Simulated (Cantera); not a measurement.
Mixture: H₂ : O₂ : N₂ : NO = 1 : 0.649 : 3.05 : 0.0099 (molar parts), at 1.00 bar, adiabatic and at constant pressure. Ignition delay is the time to a rise of 400 K.

Model: GRI-Mech 3.0 (53 species, 325 reactions), integrated in Cantera. The mechanism lacks 2 NO + O2 → 2 NO2 and HONO, so NO2 and the effect of NO are under-described below about 1400 K. Where the delays flatten at high temperature, the 400 K rule measures the pace of heat release, not the induction time.

Q: What does this change do: N2 3.05 to 5.1 parts?

A: 
```csv
quantity,before,after
delay at 1123 K,84.7 µs,0.130 ms
delay at 1323 K,34.9 µs,60.9 µs
delay at 1523 K,24.6 µs,51.6 µs
delay at 1723 K,24.6 µs,59.1 µs
delay at 1923 K,29.3 µs,75.5 µs
```
